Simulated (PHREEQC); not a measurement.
Solution A (0.0026 mol NaOH and 0.00014 mol H4SiO4 per kg of water) is mixed with solution B (20 mmol/kgw AlCl3) at 20 °C; shares are by mass of water, 1 kg in all. O2 is buffered at 0.21 atm. The system is closed to CO2. The run lets Chalcedony, Gibbsite, Halite precipitate or redissolve, and no other solid.

The numbers come from PHREEQC with the ion-association model, phreeqc.dat.

```json
[
 {"share of solution B": "0", "pH": "11.53", "Gibbsite (mol)": "0", "Al in solution (mol/kgw)": "0", "Al+3 (mol/kgw)": "0", "H3SiO4- (mol/kgw)": "0.000134"},
 {"share of solution B": "0.1", "pH": "3.89", "Gibbsite (mol)": "0.000811", "Al in solution (mol/kgw)": "0.00119", "Al+3 (mol/kgw)": "0.00114", "H3SiO4- (mol/kgw)": "1.35e-10"},
 {"share of solution B": "0.2", "pH": "3.79", "Gibbsite (mol)": "0.000726", "Al in solution (mol/kgw)": "0.00327", "Al+3 (mol/kgw)": "0.00319", "H3SiO4- (mol/kgw)": "9.79e-11"},
 {"share of solution B": "0.3", "pH": "3.74", "Gibbsite (mol)": "0.000638", "Al in solution (mol/kgw)": "0.00536", "Al+3 (mol/kgw)": "0.00525", "H3SiO4- (mol/kgw)": "7.94e-11"},
 {"share of solution B": "0.4", "pH": "3.71", "Gibbsite (mol)": "0.000548", "Al in solution (mol/kgw)": "0.00745", "Al+3 (mol/kgw)": "0.00731", "H3SiO4- (mol/kgw)": "6.52e-11"},
 {"share of solution B": "0.5", "pH": "3.69", "Gibbsite (mol)": "0.000458", "Al in solution (mol/kgw)": "0.00954", "Al+3 (mol/kgw)": "0.00938", "H3SiO4- (mol/kgw)": "5.28e-11"},
 {"share of solution B": "0.6", "pH": "3.67", "Gibbsite (mol)": "0.000367", "Al in solution (mol/kgw)": "0.0116", "Al+3 (mol/kgw)": "0.0114", "H3SiO4- (mol/kgw)": "4.14e-11"},
 {"share of solution B": "0.7", "pH": "3.66", "Gibbsite (mol)": "0.000277", "Al in solution (mol/kgw)": "0.0137", "Al+3 (mol/kgw)": "0.0135", "H3SiO4- (mol/kgw)": "3.06e-11"},
 {"share of solution B": "0.8", "pH": "3.65", "Gibbsite (mol)": "0.000186", "Al in solution (mol/kgw)": "0.0158", "Al+3 (mol/kgw)": "0.0156", "H3SiO4- (mol/kgw)": "2.02e-11"},
 {"share of solution B": "0.9", "pH": "3.64", "Gibbsite (mol)": "9.52e-5", "Al in solution (mol/kgw)": "0.0179", "Al+3 (mol/kgw)": "0.0177", "H3SiO4- (mol/kgw)": "9.98e-12"},
 {"share of solution B": "1", "pH": "3.63", "Gibbsite (mol)": "4.44e-6", "Al in solution (mol/kgw)": "0.0200", "Al+3 (mol/kgw)": "0.0197", "H3SiO4- (mol/kgw)": "0"}
]
```

Gibbsite from share of solution B = 0.1 (pH 3.89).

Complexes and solids missing from the database can't appear.
